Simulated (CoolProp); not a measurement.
Vapour-liquid equilibrium of cyclohexane (1) + toluene (2) at 384.3 K; x and y are mole fractions of (1).

The numbers come from the multi-fluid Helmholtz-energy mixture model, Zhou 2014 and Lemmon 2006; pair parameters Bell 2016 in CoolProp.

```
x     bubble pressure (MPa)  y at the bubble point  dew pressure at overall composition x (MPa)  liquid density (mol/L)
----  ---------------------  ---------------------  -------------------------------------------  ----------------------
0.05                 0.1123                  0.125                                       0.1065                   8.433
0.15                 0.1296                  0.314                                       0.1143                   8.399
0.25                 0.1454                  0.452                                       0.1232                   8.366
0.35                 0.1598                  0.559                                       0.1335                   8.334
0.45                 0.1731                  0.646                                       0.1452                   8.303
0.55                 0.1853                  0.721                                       0.1586                   8.274
0.65                 0.1968                  0.788                                       0.1737                   8.247
0.75                 0.2076                  0.850                                       0.1902                   8.222
0.85                 0.2179                  0.910                                       0.2076                   8.199
0.95                 0.2278                  0.969                                       0.2247                   8.180
```

No azeotrope shows between x = 0.05 and 0.95.

The pair parameters rest on a limited set of measurements; away from them the model extrapolates.
